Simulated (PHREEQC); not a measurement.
A solution holds 0.154 mol NH4HS and 0.00048 mol NaOH per kg of water, at 76 °C. It is in equilibrium with CO2 at log p = -3.4 (atm). Otherwise closed; pH follows from the charge balance.

All values are PHREEQC results (ion-association model, wateq4f.dat), not measurements.

This is a speciation only: nothing precipitates in the calculation.

### Question
Predict the pH, ionic strength.

### Answer
pH 7.22; ionic strength 0.134 mol/kgw.

### Question
In which forms is N present?

### Answer
NH4+ 87 %, NH3 13 % of the N.

Away from 25 °C the constants follow the database's enthalpies or fits; those with neither stay at their 25 °C values. The polysulfide entries of wateq4f.dat were taken out for this run.
